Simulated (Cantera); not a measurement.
Cantera run:

```python
import numpy as np
import cantera as ct

gas_names = [...]  # 95 gases of nasa_gas.yaml made of C, F, H
cond_names = """
    C(gr) C6H6(L) C7H8(L) C8H18(L),n-octa
""".split()


# ... load() reads the species with a 1 bar reference pressure and builds the phases ...
atoms = {
    'CH2F2': {'C': 1, 'H': 2, 'F': 2},
    'H2': {'H': 2},
}
top_T = {'C(gr)': 4500}  # K; cautious upper limits of use, not melting points


# ... equilibrate(T, P, feed) seeds the gas with the atoms and calls Mixture.equilibrate('TP', solver="vcs", rtol=1e-11, max_steps=5000) ...
results = []
T = 1823  # K
P = 100000  # Pa
for m in [0.14, 0.24, 0.42, 0.75, 1.3, 2.3, 4.1, 7.2, 13]:
    feed = {'CH2F2': 1, 'H2': m}  # mol
    mix = equilibrate(T, P, feed)
    results.append((T, P, feed, dict(zip(mix.species_names, mix.species_moles))))

top = {s: max(r[3][s] / sum(r[3][g] for g in gas_names) for r in results) for s in gas_names}
cols = sorted((s for s in top if top[s] > 1e-05), key=lambda s: -top[s])[:9]
seen = [c for c in cond_names if any(r[3].get(c, 0) > 1e-12 for r in results)]
print("log10 of partial pressures in bar; condensed amounts in mol")
print(f"{'n(H2)':>10s}" + "".join(f"{s[:9]:>10s}" for s in cols + seen))
for T, P, feed, n in results:
    ng = sum(n[g] for g in gas_names)
    print(f"{feed['H2']:10.4g}" + "".join(f"{np.log10(max(n[s] / ng * P / 1e5, 1e-99)):10.3f}" for s in cols)
          + "".join(f"{n.get(c, 0):10.4g}" for c in seen))
```

It prints:

```
log10 of partial pressures in bar; condensed amounts in mol
     n(H2)        HF        H2       CH4         H C2H2,acet     C(gr)
      0.14    -0.029    -1.185    -5.516    -3.956    -4.860    0.9999
      0.24    -0.049    -0.971    -5.088    -3.849    -4.645    0.9999
      0.42    -0.083    -0.761    -4.669    -3.744    -4.436    0.9998
      0.75    -0.138    -0.565    -4.276    -3.646    -4.240    0.9995
       1.3    -0.217    -0.405    -3.957    -3.566    -4.080    0.9991
       2.3    -0.332    -0.272    -3.691    -3.499    -3.947    0.9981
       4.1    -0.484    -0.173    -3.493    -3.450    -3.848    0.9963
       7.2    -0.663    -0.107    -3.361    -3.417    -3.782    0.9929
        13    -0.875    -0.063    -3.272    -3.395    -3.738    0.9863
```

These are equilibrium values from Cantera (NASA tables, ideal gas, pure condensed phases), not measurements of a reactor.
